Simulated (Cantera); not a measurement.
**Premixed flame**

A freely propagating, adiabatic, planar premixed flame of CH₄ : CO : O₂ : N₂ = 1.3 : 0.082 : 2.04 : 8.57 (molar parts), equivalence ratio 1.3, unburnt at 423 K and 120000 Pa; mixture-averaged transport, grid criteria slope 0.08 and curve 0.16, no radiation.

Computed with Cantera and GRI-Mech 3.0 (53 species, 325 reactions). Burning velocities carry a grid error of a few per cent, more on coarse grids.

```csv
z (mm),T (K),u (m/s),x CH₄,x CO,x O₂,x NO,x H₂O,x C₂H
-1.57,423,0.344,0.108,0.00683,0.170,<1e-8,7.03e-5,<1e-8
-1.05,429,0.349,0.107,0.00689,0.169,1.09e-8,0.000774,<1e-8
-0.785,448,0.367,0.105,0.00726,0.167,6.08e-8,0.00324,<1e-8
-0.524,573,0.474,0.0966,0.0105,0.157,6.91e-7,0.0180,<1e-8
-0.262,1058,0.891,0.0629,0.0279,0.114,7.29e-6,0.0703,<1e-8
-0.131,1449,1.23,0.0335,0.0459,0.0726,1.48e-5,0.112,1.02e-8
0,1792,1.54,0.00818,0.0631,0.0296,2.62e-5,0.149,4.08e-7
0.131,1936,1.66,0.000803,0.0658,0.00798,4.28e-5,0.164,6.11e-7
0.262,1971,1.68,6.14e-5,0.0619,0.00215,5.73e-5,0.167,1.49e-7
0.524,1990,1.70,6.89e-7,0.0578,0.000482,7.10e-5,0.166,<1e-8
1.05,2008,1.71,<1e-8,0.0567,0.000243,7.87e-5,0.166,<1e-8
2.09,2026,1.72,<1e-8,0.0569,0.000116,8.15e-5,0.167,<1e-8
4.19,2039,1.73,<1e-8,0.0572,4.29e-5,8.21e-5,0.168,<1e-8
```
x: mole fraction of selected species; z is measured from the peak of heat release.

```json
{
 "laminar_burning_velocity": "34.2 cm/s",
 "thermal_thickness": "0.524 mm",
 "peak x(C₂H)": "7.36e-7",
 "grid_points": "146"
}
```
